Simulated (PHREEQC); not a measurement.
Dissolve 7.8 mmol/kgw NiSO4, 4.6 mmol/kgw NaOH and 48 mmol/kgw H2SO4 at 25 °C. Closed to the air; pH follows from the charge balance.

The numbers come from PHREEQC with the ion-association model, wateq4f.dat.

| quantity | before | after |
|---|---|---|
| pH | 1.34 | 1.46 |
| HSO4- (mol/kgw) | 0.0364 | 0.0488 |
| SO4-2 (mol/kgw) | 0.0168 | 0.00551 |
| Ni+2 (mol/kgw) | 0.00531 | 0.00638 |
| NiSO4 (mol/kgw) | 0.00248 | 0.00142 |
| SI of Morenosite (NiSO4:7H2O) | -2.53 | -3.36 |
| SI of Mirabilite (Na2SO4:10H2O) | -6.00 | -8.98 |

### Question
Which change was made?
A) temperature from 25 to 90 °C
B) NaOH from 0.0046 to 0.0069 mol/kgw
C) temperature from 25 to 70 °C
D) diluted 5-fold with water

### Answer
A, temperature from 25 to 90 °C

This is a speciation only: nothing precipitates in the calculation. At this temperature some constants are extrapolated from 25 °C, and those without enthalpy data are left unchanged.
